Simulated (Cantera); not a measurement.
**Adiabatic ignition**

An adiabatic, constant-volume homogeneous reactor starts with 3.63 % CO, 0.127 % H₂, 2.03 % CH₄, 19.8 % O₂, 74.4 % N₂, equivalence ratio 0.30, at 1100 K and 3900 Torr.

Detailed kinetics in Cantera: GRI-Mech 3.0 (53 species, 325 reactions).

```csv
t (s),T (K),P (bar),x CO,x H₂,x CH₄,x C₂H₄,x HCN,x C₂H₂,x H₂O₂
6.00e-6,1100,5.20,0.0363,0.00127,0.0203,<1e-12,<1e-12,<1e-12,<1e-12
2.88e-5,1100,5.20,0.0363,0.00127,0.0203,<1e-12,<1e-12,<1e-12,2.12e-11
0.000138,1100,5.20,0.0363,0.00127,0.0203,3.63e-12,<1e-12,<1e-12,4.79e-10
0.000660,1100,5.20,0.0363,0.00127,0.0203,8.51e-10,<1e-12,<1e-12,1.08e-8
0.00316,1101,5.20,0.0363,0.00126,0.0203,2.91e-7,<1e-12,1.57e-11,2.36e-7
0.0152,2039,9.46,9.14e-5,1.42e-5,<1e-12,<1e-12,<1e-12,<1e-12,1.03e-7
0.0727,2038,9.45,9.03e-5,1.41e-5,<1e-12,<1e-12,<1e-12,<1e-12,1.02e-7
0.348,2031,9.42,8.62e-5,1.35e-5,<1e-12,<1e-12,<1e-12,<1e-12,9.97e-8
1.67,2021,9.38,8.03e-5,1.27e-5,<1e-12,<1e-12,<1e-12,<1e-12,9.59e-8
8.00,2020,9.37,7.98e-5,1.26e-5,<1e-12,<1e-12,<1e-12,<1e-12,9.55e-8
```
x: mole fraction; the columns are a selection and need not sum to one.

```
Item                                                                Result
---------------------------------  ---------------------------------------
time of steepest temperature rise                                  8.94 ms
temperature at 8.00 s                                               2020 K
equilibrium temperature                                             2020 K
x(CO) at 8.00 s                    7.98e-5 (gas-phase equilibrium 7.98e-5)
x(H₂) at 8.00 s                    1.26e-5 (gas-phase equilibrium 1.26e-5)
x(CH₄) at 8.00 s                     <1e-12 (gas-phase equilibrium <1e-12)
```
